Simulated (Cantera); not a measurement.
Feed: 1 mol HI, 3.7 mol H₂O, equilibrated at 2423 K and 4100000 Pa.

Cantera equilibrium calculation (NASA polynomials, part measured and part estimated; ideal gas, pure solids and liquids). Candidate condensed phases: H₂O, I₂; 12 gas species. The ideal-gas law is rough above about 30 bar. Rates play no part.

Base state: H₂O 0.732, I 0.134, H₂ 0.0716, HI 0.0560, I₂ 0.00411, OH 0.00143, H 0.000741, O₂ 4.18e-5 (mole fractions); condensed: gas only.

Task: What changes in the equilibrium state with this change: pressure from 4100000 Pa to 133 Pa?

Result: 
```
species    before     after
-------  --------  --------
H₂O         0.732     0.318
H        0.000741     0.196
H₂         0.0716     0.163
O         9.89e-6    0.0580
O₂        4.18e-5    0.0468
HI         0.0560  0.000524
OH        0.00143    0.0723
I           0.134     0.146
I₂        0.00411   1.58e-7
```

Task: What changes in the equilibrium state with this change: pressure from 4100000 Pa to 1330 Pa?

Result: 
```csv
species,before,after
H₂O,0.732,0.555
I,0.134,0.175
H₂,0.0716,0.135
H,0.000741,0.0564
O,9.89e-6,0.0122
O₂,4.18e-5,0.0208
HI,0.0560,0.00181
OH,0.00143,0.0439
I₂,0.00411,2.27e-6
```

Task: What changes in the equilibrium state with this change: H₂O from 3.7 to 0.091 mol?

Result: 
```tsv
species	before	after
I	0.134	0.385
HI	0.0560	0.286
H₂	0.0716	0.226
H₂O	0.732	0.0672
I₂	0.00411	0.0339
O₂	4.18e-5	3.53e-8
OH	0.00143	7.40e-5
H	0.000741	0.00132
```
